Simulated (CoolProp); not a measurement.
Aqueous ethanol as a coolant, 26 % by mass, freezing at -16.4 °C, 1 atm.

Model: Melinder's fits for secondary coolants, in CoolProp.

```tsv
T (°C)	Prandtl number	cp (kJ/(kg K))	viscosity (mPa s)	conductivity (W/(m K))
-9.7	116	4.243	11.2	0.410
-3.2	76.8	4.256	7.48	0.415
3.4	52.9	4.264	5.20	0.420
10	38.0	4.269	3.78	…
16.6	…	…	2.85	0.430
23.1	21.9	4.276	2.22	0.435
29.7	17.3	4.282	1.77	0.439
36.3	14.0	4.291	1.45	0.444
```

Question: Fill in the missing entries.

Answer: 
- 10, conductivity (W/(m K)): 0.425
- 16.6, Prandtl number: 28.3
- 16.6, cp (kJ/(kg K)): 4.273
